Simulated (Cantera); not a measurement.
Gas mixture: 100 % N2O, at 7500 Torr, frozen composition.

Cantera's kinetic-theory transport with the Lennard-Jones parameters of GRI-Mech 3.0, ideal gas; thermal conductivity in the multicomponent form. The composition is frozen, though it would react at the higher temperatures.

D: mixture-averaged diffusion coefficient of that species in the mixture.

| T (K) | ρ (kg/m³) | cp (J/kg/K) | μ (µPa s) | λ (mW/m/K) | Pr | D (cm²/s) CH3 | D (cm²/s) NH3 | D (cm²/s) H2 |
|---|---|---|---|---|---|---|---|---|
| 400 | 13.2 | 970.3 | 19.5 | 25.3 | 0.746 | 0.0297 | 0.0286 | 0.109 |
| 600 | 8.82 | 1101 | 27.3 | 40.4 | 0.744 | 0.0612 | 0.0621 | 0.218 |
| 800 | 6.62 | 1192 | 34.0 | 54.7 | 0.742 | 0.101 | 0.105 | 0.353 |
| 1000 | 5.29 | 1255 | … | … | 0.740 | … | … | … |
| 1200 | 4.41 | 1294 | … | … | 0.738 | … | … | … |
| 1400 | 3.78 | 1327 | 50.5 | 91.0 | 0.736 | 0.261 | 0.283 | 0.897 |

Complete the blanks.


- 1000, μ (µPa s): 40.0
- 1000, λ (mW/m/K): 67.9
- 1000, D (cm²/s) CH3: 0.148
- 1000, D (cm²/s) NH3: 0.157
- 1000, D (cm²/s) H2: 0.513
- 1200, μ (µPa s): 45.5
- 1200, λ (mW/m/K): 79.8
- 1200, D (cm²/s) CH3: 0.201
- 1200, D (cm²/s) NH3: 0.216
- 1200, D (cm²/s) H2: 0.695
